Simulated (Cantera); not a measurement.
Feed: 1 mol B2H6, 1.8 mol H2O, 4.9 mol H2, 11 mol NH3.

Equilibrium computed with Cantera from the NASA thermochemical tables; the gas is ideal and each condensed phase is pure. Candidate condensed phases: B, BN, B2O3, B3O3H3, H2O; 39 gas species. The feed counts by its element totals alone. Mutual solubility and eutectic melting of coexisting phases are not modelled. Gases not in the tables: H3BO3. Equilibrium is a limit: real reactors are often held back by kinetics, nucleation or transport.

Stable condensed phases, one row left out:

```
T in K \ P in Pa
             10     25     63    160    400   1000   2500   6300  16000  40000 100000
   2200       A      A      A      B      B      B      C      C      C      C      C
   2000       B      B      B      C      C      C      C      C      C      C      C
   1900       B      C      C      C      C      C      C      C      C      C      C
   1800       C      C      C      C      C      C      C      C      C      C      D
   1700       C      C      C      C      C      C      C      C      D      D      D
   1600       C      C      C      C      C      C      D      D      D      D      D
   1500       C      C      C      C      D      D      D      D      D      D      D
   1400       C      C      D      D      D      D      D      D      D      D      D
```

A: gas only; B: B; C: BN; D: BN + B2O3.

**Question.** Give the row for 2100 K.

**Answer.** 10: gas only; 25: B; 63: B; 160: B; 400: BN; 1000: BN; 2500: BN; 6300: BN; 16000: BN; 40000: BN; 100000: BN.
